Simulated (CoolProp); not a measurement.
Vapour-liquid equilibrium of n-hexane (1) + p-xylene (2) at 708 kPa; x and y are mole fractions of (1).

Model: multi-fluid Helmholtz-energy mixture model, Thol 2019 and Zhou 2012; pair parameters Bell 2016, in CoolProp.

| x | bubble temperature (K) | y at the bubble point | dew temperature at overall composition x (K) | liquid density (mol/L) |
|---|---|---|---|---|
| 0.05 | 494.5 | 0.152 | 500.1 | 6.171 |
| 0.2 | 474.1 | 0.474 | 491.8 | 6.264 |
| 0.35 | 458.8 | 0.665 | 482.6 | 6.297 |
| 0.5 | 447.0 | 0.785 | 472.2 | 6.287 |
| 0.65 | 437.5 | 0.869 | 460.1 | 6.249 |
| 0.8 | 429.4 | 0.932 | 445.4 | 6.190 |
| 0.95 | 422.3 | 0.984 | 427.0 | 6.117 |

No azeotrope shows between x = 0.05 and 0.95.

The pair parameters rest on a limited set of measurements; away from them the model extrapolates. The gap from Raoult's law changes sign with composition, which may be real or a fault of the pair parameters; it wasn't checked against measurements.
